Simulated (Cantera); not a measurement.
What does this Cantera script print?

```python
import numpy as np
import cantera as ct

gas_names = [...]  # 118 gases of nasa_gas.yaml made of C, Cl, F, H
cond_names = """
    C(gr) C6H6(L) C7H8(L) C8H18(L),n-octa
""".split()


# ... load() reads the species with a 1 bar reference pressure and builds the phases ...
atoms = {
    'CHF3': {'C': 1, 'H': 1, 'F': 3},
    'HCl': {'H': 1, 'CL': 1},
    'H2': {'H': 2},
}
top_T = {'C(gr)': 4500}  # K; cautious upper limits of use, not melting points


# ... equilibrate(T, P, feed) seeds the gas with the atoms and calls Mixture.equilibrate('TP', solver="vcs", rtol=1e-11, max_steps=5000) ...
results = []
feed = {'CHF3': 1, 'HCl': 0.16, 'H2': 2.8}  # mol
P = 100000  # Pa
for T in [1998, 2048, 2098, 2148, 2198, 2248, 2298]:
    mix = equilibrate(T, P, feed)
    results.append((T, P, feed, dict(zip(mix.species_names, mix.species_moles))))

top = {s: max(r[3][s] / sum(r[3][g] for g in gas_names) for r in results) for s in gas_names}
cols = sorted((s for s in top if top[s] > 0.001), key=lambda s: -top[s])[:7]
seen = [c for c in cond_names if any(r[3].get(c, 0) > 1e-12 for r in results)]
print("log10 of partial pressures in bar; condensed amounts in mol")
print(f"{'T/K':>10s}" + "".join(f"{s[:9]:>10s}" for s in cols + seen))
for T, P, feed, n in results:
    ng = sum(n[g] for g in gas_names)
    print(f"{T:10.4g}" + "".join(f"{np.log10(max(n[s] / ng * P / 1e5, 1e-99)):10.3f}" for s in cols)
          + "".join(f"{n.get(c, 0):10.4g}" for c in seen))
```

It prints:

```
log10 of partial pressures in bar; condensed amounts in mol
       T/K        HF        H2       HCL         H C2H2,acet     C(gr)
      1998    -0.219    -0.441    -1.492    -3.015    -3.562     0.997
      2048    -0.219    -0.442    -1.493    -2.871    -3.421     0.996
      2098    -0.219    -0.442    -1.493    -2.733    -3.288    0.9946
      2148    -0.219    -0.443    -1.494    -2.602    -3.161    0.9929
      2198    -0.219    -0.444    -1.495    -2.476    -3.040    0.9907
      2248    -0.219    -0.445    -1.496    -2.357    -2.925    0.9879
      2298    -0.220    -0.447    -1.498    -2.242    -2.815    0.9845
```

Cantera equilibrium calculation (NASA polynomials, part measured and part estimated; ideal gas, pure solids and liquids).
